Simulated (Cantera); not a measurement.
**Fluorocarbon and chlorocarbon gases: c-C4F8 + HCl + H2**

Charge: 1 mol c-C4F8, 0.084 mol HCl, 0.094 mol H2, equilibrated at 2073 K and 6.00 Torr.

Method: chemical equilibrium by Gibbs-energy minimisation in Cantera with the NASA 1993 tables (ideal gas, pure condensed phases). Candidate condensed phases: C, C6H6, C7H8, C8H18; 118 gas species. The feed counts by its element totals alone. Gases not in the tables: C2F6 and larger saturated fluorocarbons. Equilibrium is a limit: real reactors are often held back by kinetics, nucleation or transport.

```json
{
  "x(CF4)": "0.609",
  "x(CF2)": "0.174",
  "x(HF)": "0.102",
  "x(F)": "0.0730",
  "x(Cl)": "0.0312",
  "x(CF3)": "0.0108",
  "x(CF)": "0.000479",
  "x(CClF3)": "7.58e-5",
  "x(ClF)": "3.51e-5",
  "n(C(graphite))": "1.88 mol",
  "gas_amount": "2.675 mol"
}
```
